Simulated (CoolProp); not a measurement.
Saturated liquid density (kg/m³) of R1132(E): the reference equation beside estimates from Tc = 75.7 °C, pc = 5.174 MPa, ω = 0.245.

Model: reference Helmholtz-energy equation of state, Akasaka 2024, in CoolProp.

| T (°C) | reference | Redlich-Kwong | Soave-Redlich-Kwong | Peng-Robinson |
|---|---|---|---|---|
| -8.75 | 1029 | 882.9 | 921.7 | 1045 |
| -6.55 | 1022 | 875.6 | 914.5 | 1037 |
| -4.25 | 1015 | 867.8 | 906.9 | 1029 |
| -2.05 | 1009 | 860.2 | 899.4 | 1020 |
| 0.25 | 1001 | 852.2 | 891.5 | 1012 |
| 2.45 | 994.6 | 844.4 | 883.7 | 1003 |
| 4.75 | 987.3 | 836.1 | 875.5 | 993.5 |
| 6.95 | 980.2 | 828.1 | 867.4 | 984.4 |
| 9.25 | 972.7 | 819.5 | 858.7 | 974.7 |
| 11.45 | 965.3 | 811.1 | 850.3 | 965.1 |
| 13.75 | 957.5 | 802.2 | 841.3 | 954.9 |
| 15.95 | 949.8 | 793.5 | 832.4 | 944.8 |
| 18.25 | 941.6 | 784.2 | 823.0 | 934.1 |

Absolute difference from the reference over all 13 rows, mean and median: Redlich-Kwong 15.4 and 15.3 %, Soave-Redlich-Kwong 11.4 and 11.3 %, Peng-Robinson 0.8 and 0.8 %.
